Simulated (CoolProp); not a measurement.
Values from CoolProp's reference Helmholtz-energy equation of state, Thol 2014.

Question: Give the vapour pressure (MPa), liquid density (kg/m³), enthalpy of vaporisation (kJ/kg), liquid cp (kJ/(kg K)) of saturated diethyl ether at 336.6, 338.8 K.

Answer: 
```tsv
T (K)	p (MPa)	liquid density (kg/m³)	enthalpy of vaporisation (kJ/kg)	liquid cp (kJ/(kg K))
336.6	0.256	661	331	2.48
338.8	0.273	658	329	2.49
```
